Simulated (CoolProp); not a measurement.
R1233zd(E) at several states: fugacity coefficient from the reference equation and from simpler models built on Tc = 165.7 °C, pc = 3.583 MPa, ω = 0.304; each cubic takes its own stable root.

Model: reference Helmholtz-energy equation of state, Akasaka 2022, in CoolProp.

```csv
T (°C),p (MPa),phase,reference,van der Waals,Redlich-Kwong,Soave-Redlich-Kwong,Peng-Robinson
72.45,0.278,gas,0.9386,0.9596,(withheld),(withheld),0.9399
156.65,4.52,liquid,0.4932,0.5620,0.5212,0.5122,0.4916
64.45,14.3,liquid,0.04751,(withheld),0.07440,0.05123,(withheld)
-20.15,0.0681,liquid,0.2682,0.9800,(withheld),(withheld),0.2716
66.15,21.1,liquid,(withheld),0.1542,0.06943,0.04788,0.04268
```

Complete the blanks.


- 72.45, Redlich-Kwong: 0.9485
- 72.45, Soave-Redlich-Kwong: 0.9434
- 64.45, van der Waals: 0.1503
- 64.45, Peng-Robinson: 0.04711
- -20.15, Redlich-Kwong: 0.6855
- -20.15, Soave-Redlich-Kwong: 0.2625
- 66.15, reference: 0.04336

At some of these states van der Waals gives the other phase, because its saturation line lies elsewhere.
